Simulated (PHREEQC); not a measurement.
A PHREEQC input (ion-association model, phreeqc.dat):

```
SOLUTION 1
  temp 25
  units mg/L
  pH 6.01
  pe 10
  Na 0.00198
  K 0.00369
  Ca 0.0193
  Mg 0.00204
  Cl 0.00719
  S(6) 0.01 as SO4
  Alkalinity 0.0534 as HCO3
  Li 3.94e-05
  Cu(2) 0.000294
  B 5.52e-06
  Sr 5.78e-05
END
USE solution 1
EQUILIBRIUM_PHASES 1
  Quartz 0 0.5
  CO2(g) 2.5 10
END
```

The run finishes without an error or a warning.

Its last state differs from that of the intended input:

| quantity | as run | intended |
|---|---|---|
| pH | 2.99 | 5.19 |
| ionic strength (mol/kgw) | 0.00105 | 8.50e-6 |
| CO2 (mol/kgw) | 2.41 | 0.000108 |
| HCO3- (mol/kgw) | 0.00105 | 7.39e-6 |
| H3SiO4- (mol/kgw) | 1.45e-11 | 2.38e-9 |
| (CO2)2 (mol/kgw) | 0.107 | 2.12e-10 |

Task: One thing in the input isn't as intended. What explains the difference?

Result: This is not unique; one that fits is The fault: the CO2 pressure typed with the wrong sign of its logarithm. The line should read `CO2(g) -2.5` where the input has `CO2(g) 2.5`.
